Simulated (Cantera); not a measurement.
A perfectly stirred reactor is fed with CH₄ : H₂ : O₂ = 0.0028 : 1 : 0.011 (molar parts), equivalence ratio 46, at 0.0267 bar; it is held at 2525 K, and followed from long to short residence time.

Detailed kinetics in Cantera: GRI-Mech 3.0 (53 species, 325 reactions). Radical loss at walls, strong at low pressure, is not modelled.

What does this change do: H2 1 to 0.16 parts?


```
quantity                 before     after
----------------------  -------  --------
x(CH₄) at τ = 8.40 s    1.26e-8   1.92e-8
x(H₂) at τ = 8.40 s       0.825     0.733
x(O₂) at τ = 8.40 s     7.02e-7   3.16e-5
x(O) at τ = 8.40 s      8.26e-5  0.000562
x(C₂H₆) at τ = 8.40 s    <1e-12    <1e-12
x(CH₄) at τ = 0.170 s   4.18e-6   1.79e-6
x(H₂) at τ = 0.170 s      0.885     0.758
x(O₂) at τ = 0.170 s    1.33e-6   2.50e-5
x(O) at τ = 0.170 s     2.80e-5  0.000357
x(C₂H₆) at τ = 0.170 s   <1e-12    <1e-12
```
The temperature is held fixed by assumption; the heat of reaction is taken as removed at once.
